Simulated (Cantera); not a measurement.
What does this Cantera script print?

```python
import numpy as np
import cantera as ct

gas = ct.Solution("gri30.yaml")
gas.TPX = 650, 120000, {'CH4': 1, 'C2H6': 0.078, 'O2': 2.53, 'N2': 8.84, 'H2O': 0.027}
inlet = ct.Reservoir(gas, clone=True)
gas.equilibrate("HP")  # start burning
reactor = ct.IdealGasConstPressureReactor(gas, energy="on", clone=False)
exhaust = ct.Reservoir(gas, clone=True)
tau = [0.26, 0.083, 0.027, 0.0086, 0.0028, 0.0009, 0.00029, 9.4e-05, 3e-05][0]
for a, b in ((inlet, reactor), (reactor, exhaust)):
    ct.MassFlowController(a, b, mdot=lambda t: reactor.mass / tau)
net = ct.ReactorNet([reactor])
show = ['CH4', 'C2H6', 'O2', 'NO', 'H2O2']

rows = []
print(f"{'tau/s':>10s}{'T/K':>9s}" + "".join(f"{s:>11s}" for s in show))
for tau in [0.26, 0.083, 0.027, 0.0086, 0.0028, 0.0009, 0.00029, 9.4e-05, 3e-05]:
    net.initial_time = 0.0
    net.advance(30 * tau)
    before = gas.X
    net.advance(40 * tau)
    drift = np.max(np.abs(gas.X - before) / (gas.X + 1e-9))
    rows.append([gas.T, *gas[show].X, drift])
    print(f"{tau:10.3e}{gas.T:9.1f}" + "".join(f"{x:11.3e}" for x in gas[show].X))
```

It prints:

```
     tau/s      T/K        CH4       C2H6         O2         NO       H2O2
 2.600e-01   2379.4  4.413e-07  4.148e-09  2.233e-02  4.959e-03  1.509e-07
 8.300e-02   2378.2  1.339e-06  1.286e-08  2.291e-02  3.993e-03  1.524e-07
 2.700e-02   2372.3  3.843e-06  3.893e-08  2.394e-02  2.571e-03  1.539e-07
 8.600e-03   2351.6  1.049e-05  1.200e-07  2.551e-02  1.305e-03  1.548e-07
 2.800e-03   2303.5  2.561e-05  3.565e-07  2.788e-02  5.987e-04  1.640e-07
 9.000e-04   2223.7  6.110e-05  1.033e-06  3.122e-02  2.610e-04  2.008e-07
 2.900e-04   2123.6  1.556e-04  2.951e-06  3.537e-02  1.181e-04  2.748e-07
 9.400e-05   2014.1  4.626e-04  9.157e-06  4.126e-02  5.620e-05  3.943e-07
 3.000e-05   1856.3  2.586e-03  5.225e-05  5.873e-02  1.845e-05  6.754e-07
```

Computed with Cantera and GRI-Mech 3.0 (53 species, 325 reactions).
